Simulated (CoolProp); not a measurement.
Vapour-liquid equilibrium of R114 (1) + n-hexane (2) at 52.45 °C; x and y are mole fractions of (1).

Computed with CoolProp (multi-fluid Helmholtz-energy mixture model, Platzer 1990 and Thol 2019; pair parameters Bell 2016). This equation is an older, rougher fit; its heat capacities, sound speeds and derivatives of the liquid may be far off and weren't checked against measurements.

```csv
x,"bubble pressure, mixture model (MPa)","bubble pressure, Raoult's law (MPa)","y, mixture model","y, Raoult's law"
0.05,(withheld),0.07989,0.380,0.299
0.15,0.1508,0.1217,0.649,0.588
0.25,0.2010,0.1635,0.757,0.729
0.35,0.2445,0.2053,0.817,0.813
0.45,0.2830,0.2471,0.858,0.869
0.55,0.3183,0.2889,(withheld),0.908
0.65,0.3520,0.3307,0.914,0.938
0.75,0.3855,0.3725,0.938,0.960
0.85,(withheld),0.4143,0.962,0.979
0.95,0.4572,0.4561,(withheld),0.994
```

**Question.** Complete the blanks.

**Answer.** 
- 0.05, bubble pressure, mixture model (MPa): 0.09203
- 0.55, y, mixture model: 0.889
- 0.85, bubble pressure, mixture model (MPa): 0.4201
- 0.95, y, mixture model: 0.987

The largest gap from Raoult's law is +23.9 % in bubble pressure, at x = 0.15. No azeotrope shows between x = 0.05 and 0.95.

The pair parameters rest on a limited set of measurements; away from them the model extrapolates.
